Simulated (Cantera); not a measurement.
An adiabatic, constant-pressure homogeneous reactor starts with CH4 : H2 : O2 : N2 = 0.63 : 0.62 : 1.44 : 5.49 (molar parts), equivalence ratio 1.1, at 1800 K and 4.60 bar.

Computed with Cantera and GRI-Mech 3.0 (53 species, 325 reactions). Above 3000 K some thermodynamic fits are extrapolated.

Q: Predict: time of steepest temperature rise; temperature at 0.200 s; equilibrium temperature; x(H2) at 0.200 s; x(O2) at 0.200 s; x(HCN) at 0.200 s; x(OH) at 0.200 s.

A: 
```
Quantity                                                             Value
---------------------------------  ---------------------------------------
time of steepest temperature rise                                  9.37 µs
temperature at 0.200 s                                              3001 K
equilibrium temperature                                             3001 K
x(H2) at 0.200 s                     0.0330 (gas-phase equilibrium 0.0330)
x(O2) at 0.200 s                     0.0123 (gas-phase equilibrium 0.0123)
x(HCN) at 0.200 s                  1.17e-8 (gas-phase equilibrium 1.17e-8)
x(OH) at 0.200 s                     0.0236 (gas-phase equilibrium 0.0236)
```
